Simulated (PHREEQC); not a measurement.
## Buffer (model solution)

Make-up at 10 °C: 0.14 mol/kgw HF, 0.0012 mol/kgw KOH and 0.07 mol/kgw NaCl. Closed to the air; pH follows from the charge balance.

All values are PHREEQC results (ion-association model, phreeqc.dat), not measurements.

This is a speciation only: nothing precipitates in the calculation.

Problem. Predict the pH.

Solution. pH 1.91.

Problem. In which forms is F present?

Solution. HF 86 %, F- 8.0 %, HF2- 6.3 % of the F.

Complexes and solids missing from the database can't appear. Constants without temperature data keep their 25 °C values here.
